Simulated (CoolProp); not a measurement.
A simple Rankine cycle with isobutane: condensing at 292.15 K, boiler at 1.6 MPa, turbine inlet 363.7 K, turbine efficiency 0.65, pump efficiency 0.8, no recuperator. Each further row changes one setting.

Model: reference Helmholtz-energy equation of state, Bücker 2006, in CoolProp.

```json
[
 {"case": "as stated", "thermal efficiency (%)": "9.7", "net work (kJ/kg)": "41.3", "heat in (kJ/kg)": "424", "turbine exit temperature (K)": "318.6", "volume ratio over the turbine": "6.24"},
 {"case": "turbine inlet 383.7 K", "thermal efficiency (%)": "9.8", "net work (kJ/kg)": "46.2", "heat in (kJ/kg)": "474", "turbine exit temperature (K)": "342.3", "volume ratio over the turbine": "5.92"},
 {"case": "condensing temperature 284.15 K", "thermal efficiency (%)": "10.8", "net work (kJ/kg)": "47.8", "heat in (kJ/kg)": "443", "turbine exit temperature (K)": "313.7", "volume ratio over the turbine": "8.01"},
 {"case": "boiler pressure 1.12 MPa", "thermal efficiency (%)": "8.1", "net work (kJ/kg)": "36.0", "heat in (kJ/kg)": "444", "turbine exit temperature (K)": "332.2", "volume ratio over the turbine": "4.00"},
 {"case": "turbine efficiency 0.55", "thermal efficiency (%)": "8.1", "net work (kJ/kg)": "34.5", "heat in (kJ/kg)": "424", "turbine exit temperature (K)": "322.3", "volume ratio over the turbine": "6.33"}
]
```
